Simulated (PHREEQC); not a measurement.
# Hard or scaling water (model solution)

Solution (65 °C): 0.00018 mol CaSO4, 0.25 mol Na2SO4 and 3.2e-05 mol H4SiO4 per kg of water. Closed to the air; pH follows from the charge balance.

Computed with PHREEQC (ion-association model, phreeqc.dat).

This is a speciation only: nothing precipitates in the calculation.

Question: What pH, ionic strength does the model give?

Answer: pH 6.86; ionic strength 0.590 mol/kgw.

Question: In which forms is Na present?

Answer: Na+ 84 %, NaSO4- 16 % of the Na.

Constants without temperature data keep their 25 °C values here.
